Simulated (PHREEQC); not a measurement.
A solution holds 2.4 mmol/kgw FeCl3, 0.053 mmol/kgw ZnCl2, 0.11 mmol/kgw H2SO4 and 0.88 mmol/kgw Na2SO4, at 15 °C. Closed to the air; pH follows from the charge balance.

Computed with PHREEQC (ion-association model, wateq4f.dat).

```
quantity                                before     after
------------------------------------  --------  --------
pH                                        2.86      2.37
FeOH+2 (mol/kgw)                      0.000912   0.00208
FeSO4+ (mol/kgw)                      0.000567  0.000792
SO4-2 (mol/kgw)                       0.000380  0.000150
SI of Jarosite-Na (NaFe3(SO4)2(OH)6)     +0.61     -1.46
SI of Goethite (FeOOH)                   +5.58     +4.80
```

What was changed between the two runs?
(A) FeCl3 from 0.0024 to 0.012 mol/kgw
(B) ZnCl2 replaced by MnCl2 at the same molality
(C) ZnCl2 from 5.3e-05 to 0.000265 mol/kgw
(D) diluted 2-fold with water

A, FeCl3 from 0.0024 to 0.012 mol/kgw

No solid was allowed to form. Some of these states are supersaturated (in Jarosite-Na, Hematite (slow to form), Goethite (slow to form), for instance).
